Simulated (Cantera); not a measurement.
Charge: 1 mol TiO2, 0.55 mol Al2O3, 0.15 mol O2, held at 0.00940 bar.

Equilibrium computed with Cantera from the NASA thermochemical tables; the gas is ideal and each condensed phase is pure. Candidate condensed phases: Al, Al2O3, Ti, TiO, TiO2, Ti2O3, Ti3O5, Ti4O7; 12 gas species. Mutual solubility and eutectic melting of coexisting phases are not modelled. Condensed phases not in the tables: mixed aluminates and titanates, alloys, solid solutions and most ternary compounds. Kinetics and transport are ignored.

x: gas mole fraction; n: condensed amount in mol.

| T (°C) | x O2 | x O | x TiO2 | x TiO | x AlO | n Al2O3(s) | n TiO2(rutile) | n TiO2(l) |
|---|---|---|---|---|---|---|---|---|
| 1700 | 0.994 | 0.00558 | 1.39e-5 | 4.18e-10 | 5.00e-10 | 0.550 | 1.000 | 0 |
| 1750 | 0.992 | 0.00818 | 3.48e-5 | 1.80e-9 | 1.89e-9 | 0.550 | 1.000 | 0 |
| 1800 | 0.988 | 0.0118 | 8.30e-5 | 7.19e-9 | 6.66e-9 | 0.550 | 1.000 | 0 |
| 1850 | 0.983 | (withheld) | (withheld) | (withheld) | (withheld) | 0.550 | 1.000 | 0 |
| 1900 | 0.976 | 0.0232 | 0.000386 | 8.79e-8 | 6.98e-8 | 0.550 | 0 | 1.000 |
| 1950 | 0.968 | (withheld) | (withheld) | (withheld) | (withheld) | 0.550 | 0 | 1.000 |
| 2000 | 0.956 | 0.0427 | 0.00142 | 7.82e-7 | 5.95e-7 | 0.550 | 0 | 1.000 |

Task: Complete the blanks.

Result: 
- 1850, x O: 0.0167
- 1850, x TiO2: 0.000190
- 1850, x TiO: 2.69e-8
- 1850, x AlO: 2.22e-8
- 1950, x O: 0.0317
- 1950, x TiO2: 0.000751
- 1950, x TiO: 2.69e-7
- 1950, x AlO: 2.09e-7
